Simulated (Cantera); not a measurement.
Charge: 1 mol Si, 2.8 mol H₂, 1.2 mol HCl, held at 1698.15 K and 0.133 bar.

These are equilibrium values from Cantera (NASA tables, ideal gas, pure condensed phases), not measurements of a reactor. Candidate condensed phases: Si; 19 gas species. The tables' values for SiCl₃, SiCl are old estimates; treat these amounts as uncertain. Gases not in the tables: Si₂H₆ and higher silanes. The numbers say what is thermodynamically allowed, not how fast it happens.

Base state: H₂ 0.786, HCl 0.131, SiCl₂ 0.0784, SiCl₃ 0.00344, H 0.000352, SiHCl₃ 0.000344, SiCl₄ 0.000298, SiH₂Cl₂ 6.92e-5 (mole fractions); condensed: Si(l).

**Question.** What changes in the equilibrium state with this change: HCl from 1.2 to 3.1 mol?

**Answer.** 
```csv
species,before,after
H₂,0.786,0.655
HCl,0.131,0.174
SiCl₂,0.0784,0.158
SiCl₃,0.00344,0.0101
SiCl₄,0.000298,0.00128
SiHCl₃,0.000344,0.000923
"Si(l), mol",0.670,0
```

**Question.** What changes in the equilibrium state with this change: temperature from 1698.15 K to 923 K?

**Answer.** 
```json
[
 {"species": "H₂", "before": "0.786", "after": "0.906"},
 {"species": "SiCl₄", "before": "0.000298", "after": "0.0608"},
 {"species": "SiHCl₃", "before": "0.000344", "after": "0.0237"},
 {"species": "HCl", "before": "0.131", "after": "0.00828"},
 {"species": "SiCl₂", "before": "0.0784", "after": "0.000109"},
 {"species": "H", "before": "0.000352", "after": "<1e-9"},
 {"species": "Cl", "before": "4.56e-5", "after": "<1e-9"},
 {"species": "SiCl", "before": "4.37e-5", "after": "<1e-9"},
 {"species": "SiH₂", "before": "1.10e-5", "after": "<1e-9"},
 {"species": "SiH₂Cl₂", "before": "6.92e-5", "after": "0.000905"},
 {"species": "Si(l), mol", "before": "0.670", "after": "0"},
 {"species": "Si(s), mol", "before": "0", "after": "0.684"}
]
```
The tables' values for SiCl₃ are old estimates; treat these amounts as uncertain.
